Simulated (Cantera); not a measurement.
Charge: 1 mol C2H2, a varied amount of H2O, at 675 Torr.

Points: T (K) = 573, 598, 623, 648, 673, 698, 723, 748, 773, 798, 823; n(H2O) (mol) = 0.48, 0.57, 0.68, 0.81, 0.97, 1.2, 1.4, 1.6, 1.9, 2.3, 2.8, 3.3, 3.9.

Cantera's Mixture.equilibrate('TP', solver="vcs", rtol=1e-11, max_steps=5000) on the NASA tables stopped like this:

```
ERROR: FAILURE its = 5001!

*******************************************************************************
CanteraError thrown by MultiPhase::equilibrate:
VCS solver failed. Return code: -1
*******************************************************************************
```

**Question.** What got this run through?

**Answer.** Several could match; the one computed here: The failure is numerical, not chemical. The same input converged with solver="gibbs", rtol=1e-10, max_steps=50000, and the result passed a check of the equilibrium conditions:
```
    573       0.48  C(gr)
    573       0.57  C(gr)
    573       0.68  C(gr)
    573       0.81  C(gr)
    573       0.97  C(gr)
    573        1.2  C(gr)
    573        1.4  C(gr)
    573        1.6  C(gr)
    573        1.9  C(gr)
    573        2.3  C(gr)
    573        2.8  C(gr)
    573        3.3  C(gr)
    573        3.9  C(gr)
    598       0.48  C(gr)
    598       0.57  C(gr)
    598       0.68  C(gr)
    598       0.81  C(gr)
    598       0.97  C(gr)
    598        1.2  C(gr)
    598        1.4  C(gr)
    598        1.6  C(gr)
    598        1.9  C(gr)
    598        2.3  C(gr)
    598        2.8  C(gr)
    598        3.3  C(gr)
    598        3.9  C(gr)
    623       0.48  C(gr)
    623       0.57  C(gr)
    623       0.68  C(gr)
    623       0.81  C(gr)
    623       0.97  C(gr)
    623        1.2  C(gr)
    623        1.4  C(gr)
    623        1.6  C(gr)
    623        1.9  C(gr)
    623        2.3  C(gr)
    623        2.8  C(gr)
    623        3.3  C(gr)
    623        3.9  C(gr)
    648       0.48  C(gr)
    648       0.57  C(gr)
    648       0.68  C(gr)
    648       0.81  C(gr)
    648       0.97  C(gr)
    648        1.2  C(gr)
    648        1.4  C(gr)
    648        1.6  C(gr)
    648        1.9  C(gr)
    648        2.3  C(gr)
    648        2.8  C(gr)
    648        3.3  C(gr)
    648        3.9  C(gr)
    673       0.48  C(gr)
    673       0.57  C(gr)
    673       0.68  C(gr)
    673       0.81  C(gr)
    673       0.97  C(gr)
    673        1.2  C(gr)
    673        1.4  C(gr)
    673        1.6  C(gr)
    673        1.9  C(gr)
    673        2.3  C(gr)
    673        2.8  C(gr)
    673        3.3  C(gr)
    673        3.9  C(gr)
    698       0.48  C(gr)
    698       0.57  C(gr)
    698       0.68  C(gr)
    698       0.81  C(gr)
    698       0.97  C(gr)
    698        1.2  C(gr)
    698        1.4  C(gr)
    698        1.6  C(gr)
    698        1.9  C(gr)
    698        2.3  C(gr)
    698        2.8  C(gr)
    698        3.3  C(gr)
    698        3.9  C(gr)
    723       0.48  C(gr)
    723       0.57  C(gr)
    723       0.68  C(gr)
    723       0.81  C(gr)
    723       0.97  C(gr)
    723        1.2  C(gr)
    723        1.4  C(gr)
    723        1.6  C(gr)
    723        1.9  C(gr)
    723        2.3  C(gr)
    723        2.8  C(gr)
    723        3.3  C(gr)
    723        3.9  C(gr)
    748       0.48  C(gr)
    748       0.57  C(gr)
    748       0.68  C(gr)
    748       0.81  C(gr)
    748       0.97  C(gr)
    748        1.2  C(gr)
    748        1.4  C(gr)
    748        1.6  C(gr)
    748        1.9  C(gr)
    748        2.3  C(gr)
    748        2.8  C(gr)
    748        3.3  C(gr)
    748        3.9  C(gr)
    773       0.48  C(gr)
    773       0.57  C(gr)
    773       0.68  C(gr)
    773       0.81  C(gr)
    773       0.97  C(gr)
    773        1.2  C(gr)
    773        1.4  C(gr)
    773        1.6  C(gr)
    773        1.9  C(gr)
    773        2.3  C(gr)
    773        2.8  C(gr)
    773        3.3  C(gr)
    773        3.9  C(gr)
    798       0.48  C(gr)
    798       0.57  C(gr)
    798       0.68  C(gr)
    798       0.81  C(gr)
    798       0.97  C(gr)
    798        1.2  C(gr)
    798        1.4  C(gr)
    798        1.6  C(gr)
    798        1.9  C(gr)
    798        2.3  C(gr)
    798        2.8  C(gr)
    798        3.3  C(gr)
    798        3.9  C(gr)
    823       0.48  C(gr)
    823       0.57  C(gr)
    823       0.68  C(gr)
    823       0.81  C(gr)
    823       0.97  C(gr)
    823        1.2  C(gr)
    823        1.4  C(gr)
    823        1.6  C(gr)
    823        1.9  C(gr)
    823        2.3  C(gr)
    823        2.8  C(gr)
    823        3.3  C(gr)
    823        3.9  C(gr)
```

The gas is ideal and each condensed phase is pure.
